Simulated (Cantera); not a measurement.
Cantera with NASA thermochemical tables; ideal gases at 1 bar, condensed phases pure. Values are per mole of reaction as written; species without (g) are pure solids or liquids, kept so even where they would boil at 1 bar.

### Question
Between 300 and 2975 K, where is each reaction favourable under standard conditions?
- 6 VO2(g) + N2O(g) ⇌ 3 V2O3 + 2 NO2(g)

### Answer
- 6 VO2(g) + N2O(g) ⇌ 3 V2O3 + 2 NO2(g): ΔG° is -1963 kJ at 300 K and 181 kJ at 2975 K; it changes sign between 2575 and 2775 K. ΔH° is -1475 kJ and ΔS° -557 J/K at 2975 K.
